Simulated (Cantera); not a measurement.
A freely propagating, adiabatic, planar premixed flame of 3.21 % CH4, 1.54 % C2H6, 0.706 % C3H8, 17.8 % O2, 76.7 % N2, unburnt at 425 K and 1.00 bar; mixture-averaged transport, grid criteria slope 0.08 and curve 0.16, no radiation.

Model: GRI-Mech 3.0 (53 species, 325 reactions), integrated in Cantera. GRI-Mech 3.0 was tuned for natural gas; its chemistry of propane as a main component is partial and can be far from experiment. Burning velocities carry a grid error of a few per cent, more on coarse grids.

x: mole fraction of selected species; z is measured from the peak of heat release.

| z (mm) | T (K) | u (m/s) | x CH4 | x C2H6 | x C3H8 | x O2 | x C2H | x CH2 |
|---|---|---|---|---|---|---|---|---|
| -1.36 | 425 | 0.500 | 0.0321 | 0.0154 | 0.00706 | 0.178 | <1e-8 | <1e-8 |
| -0.907 | 427 | 0.502 | 0.0320 | 0.0154 | 0.00705 | 0.178 | <1e-8 | <1e-8 |
| -0.680 | 435 | 0.512 | 0.0317 | 0.0153 | 0.00704 | 0.177 | <1e-8 | <1e-8 |
| -0.453 | 490 | 0.580 | 0.0304 | 0.0150 | 0.00695 | 0.173 | <1e-8 | <1e-8 |
| -0.227 | ___ | 1.00 | ___ | ___ | ___ | ___ | <1e-8 | ___ |
| -0.113 | 1207 | 1.47 | 0.0142 | 0.00522 | 0.00220 | 0.108 | <1e-8 | 2.17e-6 |
| 0 | 1570 | 1.93 | 0.00409 | 0.000349 | 7.20e-5 | 0.0682 | 1.47e-7 | 2.38e-5 |
| 0.113 | 1717 | 2.10 | 0.000309 | 7.75e-7 | 3.53e-8 | 0.0462 | 7.27e-8 | 5.01e-6 |
| 0.227 | 1770 | 2.16 | 1.23e-5 | <1e-8 | <1e-8 | 0.0387 | <1e-8 | 2.22e-7 |
| 0.453 | 1836 | 2.23 | 2.40e-8 | <1e-8 | <1e-8 | 0.0338 | <1e-8 | <1e-8 |
| 0.907 | 1911 | 2.31 | <1e-8 | <1e-8 | <1e-8 | 0.0306 | <1e-8 | <1e-8 |
| 1.81 | 1979 | 2.38 | <1e-8 | <1e-8 | <1e-8 | 0.0281 | <1e-8 | <1e-8 |
| 3.63 | 2030 | 2.43 | <1e-8 | <1e-8 | <1e-8 | 0.0262 | <1e-8 | <1e-8 |

Problem. Some entries are withheld; supply them.

Solution. 
- -0.227, T (K): 834
- -0.227, x CH4: 0.0228
- -0.227, x C2H6: 0.0111
- -0.227, x C3H8: 0.00535
- -0.227, x O2: 0.143
- -0.227, x CH2: 2.55e-8
